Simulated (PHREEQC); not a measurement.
0.01 mol of Cerargyrite (AgCl) is brought to equilibrium with 1 kg of water holding 0.01 mol NaCl, at 20 °C, the pH being set by adding NaOH or HCl. Oxygen alone is held at its pressure in air (log pO2 = -0.68). No CO2 enters from the air. Solids allowed: Cerargyrite, Ag2O. Others were left out.

The numbers come from PHREEQC with the acid-base model without metal-ligand complexes, wateq4f.dat.

Question: Predict AgOH (mol/kgw) at pH = 4.58, 7.5, 9.25, 10.42.

Answer: 
| pH | AgOH (mol/kgw) |
|---|---|
| 4.58 | 0 |
| 7.5 | 3.97e-13 |
| 9.25 | 2.23e-11 |
| 10.42 | 3.30e-10 |

Species that the database lacks are ignored.
